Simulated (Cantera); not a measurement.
**Low-pressure radical oxidation in H2/O2**

An isothermal, constant-pressure homogeneous reactor starts with 3.93 % H2, 96.0 % O2, 0.106 % H2O, equivalence ratio 0.021, at 1300 K and 10.00 Torr.

Detailed kinetics in Cantera: GRI-Mech 3.0 (53 species, 325 reactions). Radical loss at walls, strong at low pressure, is not modelled. The temperature is held fixed by assumption; the heat of reaction is taken as removed at once.

```
t (s)         x H2   x O2     x HO2    x H2O2       x O    x H2O      x OH
--------  --------  -----  --------  --------  --------  -------  --------
2.00e-6     0.0393  0.960  3.97e-10    <1e-12  1.36e-11  0.00106  1.36e-11
1.07e-5     0.0393  0.960   2.13e-9    <1e-12  3.51e-10  0.00106  3.45e-10
5.77e-5     0.0393  0.960   1.15e-8  2.37e-12   6.85e-9  0.00106   6.20e-9
0.000310    0.0393  0.960   6.17e-8  6.68e-11   1.79e-7  0.00106   1.37e-7
0.00167     0.0297  0.952   1.98e-6   5.41e-8   0.00519  0.00814   0.00336
0.00894   0.000523  0.929   2.07e-6   5.84e-8    0.0269   0.0362   0.00364
0.0480    0.000327  0.941   1.77e-6   5.55e-8    0.0162   0.0381   0.00290
0.258      6.22e-5  0.955   8.03e-7   3.45e-8   0.00296   0.0404   0.00127
1.39       3.91e-6  0.958   1.20e-7   8.73e-9  0.000184   0.0410  0.000321
7.45       2.82e-7  0.959   2.02e-8   1.39e-9   1.33e-5   0.0412   8.63e-5
40.0       4.24e-8  0.959   2.29e-8  3.12e-10   2.01e-6   0.0412   3.36e-5
```
x: mole fraction; the columns are a selection and need not sum to one.

Equilibrium at this temperature and pressure: H2 3.18e-8, O2 0.959, HO2 2.55e-8, H2O2 2.55e-10, O 1.51e-6, H2O 0.0412, OH 2.91e-5 (gas phase only).
